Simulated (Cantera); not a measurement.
Charge: 1 mol SiH2Cl2, a varied amount of H2, equilibrated at 998 K and 1000 Pa.

These are equilibrium values from Cantera (NASA tables, ideal gas, pure condensed phases), not measurements of a reactor. Candidate condensed phases: Si; 19 gas species. The numbers say what is thermodynamically allowed, not how fast it happens.

Q: What share of the Si ends up in condensed phases as a function of n(H2) (mol), at 39, 120, 210, 300, 380, 470, 550, 640, 720, 810?

A: 
```tsv
n(H2) (mol)	Si condensed (%)	as
39	64.5	Si(s)
120	80.6	Si(s)
210	89.2	Si(s)
300	93.3	Si(s)
380	95.3	Si(s)
470	96.6	Si(s)
550	97.3	Si(s)
640	97.8	Si(s)
720	98.2	Si(s)
810	98.5	Si(s)
```
